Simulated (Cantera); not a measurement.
A closed system holds: 1 mol B, 0.5 mol NH3, 1.9 mol H2, held at 0.390 bar.

Equilibrium computed with Cantera from the NASA thermochemical tables; the gas is ideal and each condensed phase is pure. Candidate condensed phases: B, BN; 15 gas species. Mutual solubility and eutectic melting of coexisting phases are not modelled. The tables' values for BH2 are old estimates; treat these amounts as uncertain. Gases not in the tables: B2H6 and higher boranes. Equilibrium is a limit: real reactors are often held back by kinetics, nucleation or transport.

log p: log10 of the partial pressure in bar; n: condensed amount in mol.

```tsv
T (K)	log p H2	log p H	log p N2	log p BH2	log p BH3	log p BH	log p B	n B(s)	n BN(s)
1575	-0.41	-4.59	-7.44	-5.09	-5.68	-9.77	-10.79	0.500	0.500
1650	-0.41	-4.25	-6.68	-4.80	-5.54	-9.12	-9.95	0.500	0.500
1725	-0.41	-3.94	-6.00	-4.54	-5.42	-8.52	-9.18	0.500	0.500
1800	-0.41	-3.65	-5.37	-4.29	-5.31	-7.97	-8.48	0.500	0.500
1875	-0.41	[?]	[?]	-4.07	[?]	[?]	[?]	0.500	0.500
1950	-0.41	[?]	[?]	-3.87	[?]	[?]	[?]	0.500	0.499
2025	-0.41	-2.92	-3.77	-3.68	-5.03	-6.58	-6.70	0.501	0.498
2100	-0.41	-2.71	-3.31	-3.50	-4.96	-6.19	-6.19	0.504	0.493
```

**Question.** Fill in the missing entries.

**Answer.** 
- 1950, log p H: -3.15
- 1950, log p N2: -4.26
- 1950, log p BH3: -5.12
- 1950, log p BH: -7.01
- 1950, log p B: -7.25
- 1875, log p H: -3.39
- 1875, log p N2: -4.79
- 1875, log p BH3: -5.21
- 1875, log p BH: -7.47
- 1875, log p B: -7.84
